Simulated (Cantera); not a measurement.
Input: 1 mol MgSO₄, 0.12 mol H₂O, equilibrated at 1073 K and 900 Torr.

These are equilibrium values from Cantera (NASA tables, ideal gas, pure condensed phases), not measurements of a reactor. Candidate condensed phases: H₂O, H₂SO₄, Mg, MgO, Mg(OH)₂, MgS, MgSO₄, S; 26 gas species. Mutual solubility and eutectic melting of coexisting phases are not modelled. Kinetics and transport are ignored.

Base state: H₂O 0.998, SO₂ 0.00161, O₂ 0.000807, SO₃ 4.09e-5 (mole fractions); condensed: MgO(s) + MgSO₄(s).

Problem. What changes in the equilibrium state with this change: pressure from 900 Torr to 1.00 Torr?

Solution. 
```json
[
 {"species": "SO₂", "before": "0.00161", "after": "0.610"},
 {"species": "O₂", "before": "0.000807", "after": "0.305"},
 {"species": "H₂O", "before": "0.998", "after": "0.0744"},
 {"species": "SO₃", "before": "4.09e-5", "after": "0.0100"},
 {"species": "MgO(s), mol", "before": "0.000199", "after": "1.00"},
 {"species": "MgSO₄(s), mol", "before": "1.000", "after": "0"}
]
```
